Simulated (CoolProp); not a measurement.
trans-2-butene at 298.15 K and 0.458 MPa is throttled through a valve to 0.227 MPa with no heat exchange. Each further row changes one setting.

Model: reference Helmholtz-energy equation of state, Lemmon 2005, in CoolProp. It is a short technical equation, of lower accuracy than the large ones.

| case | temperature change (K) | final phase | final density (kg/m³) |
|---|---|---|---|
| as stated | -1.0 | … | … |
| outlet pressure 0.0681 MPa | … | … | … |
| outlet pressure 0.295 MPa | … | liquid | 599 |

Q: What belongs in the gaps?

A: 
- as stated, final phase: two-phase, vapour fraction 0.006
- as stated, final density (kg/m³): 358
- outlet pressure 0.0681 MPa, temperature change (K): -34.1
- outlet pressure 0.0681 MPa, final phase: two-phase, vapour fraction 0.186
- outlet pressure 0.0681 MPa, final density (kg/m³): 9.55
- outlet pressure 0.295 MPa, temperature change (K): +0.0
